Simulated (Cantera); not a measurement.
## Nitride etching: AlN + O2 + N2 + H2O

Charge: 1 mol AlN, 10 mol O2, 41 mol N2, 3.1 mol H2O, at 0.0645 Torr.

Method: chemical equilibrium by Gibbs-energy minimisation in Cantera with the NASA 1993 tables (ideal gas, pure condensed phases). Candidate condensed phases: Al, AlN, Al2O3, H2O; 35 gas species. Rates play no part.

From 1173 K to 2073 K the condensed part is Al2O3(s).

```csv
T (K),x N2,x O2,x H2O,x O,x H,x OH,x NO,n Al2O3(s)
1173,0.771,0.172,0.0576,6.24e-7,4.16e-9,1.54e-5,0.000142,0.500
1273,0.770,0.172,0.0575,4.80e-6,6.86e-8,5.71e-5,0.000296,0.500
1373,0.770,0.171,0.0575,2.75e-5,7.56e-7,0.000175,0.000555,0.500
1473,0.770,0.171,0.0573,0.000124,6.03e-6,0.000460,0.000954,0.500
1573,0.769,0.170,0.0569,0.000465,3.70e-5,0.00107,0.00153,0.500
1673,0.768,0.169,0.0561,0.00148,0.000183,0.00222,0.00232,0.500
1773,0.766,0.167,0.0543,0.00413,0.000750,0.00422,0.00333,0.500
1873,0.761,0.162,0.0507,0.0103,0.00261,0.00730,0.00456,0.500
1973,0.751,0.154,0.0439,0.0230,0.00774,0.0114,0.00594,0.500
2073,0.733,0.141,0.0329,0.0465,0.0193,0.0156,0.00734,0.499
```
x: gas mole fraction; n: condensed amount in mol.
